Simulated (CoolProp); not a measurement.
Saturation properties of hydrogen sulfide.

Computed with CoolProp (reference Helmholtz-energy equation of state, Lemmon 2006). It is a short technical equation, of lower accuracy than the large ones.

```tsv
T (K)	p (kPa)	liquid density (kg/m³)	vapour density (kg/m³)	liquid viscosity (µPa s)
269.3	920.6	841.3	15.68	161
275.8	1115	827.3	18.85	152
282.4	1342	812.6	22.58	143
288.9	1597	797.6	26.79	135
295.5	1889	781.8	31.71	127
302	2214	765.4	37.28	120
308.6	2583	748.1	43.76	113
315.1	2989	730.0	51.12	106
321.7	3445	710.6	59.75	99.0
328.2	3942	690.1	69.64	92.4
334.8	4499	667.5	81.45	85.8
341.3	5100	643.2	95.33	79.3
```

It boils at 212.9 K under 1 atm.

Viscosity comes from a separate model (Quiñones-Cisneros 2012).
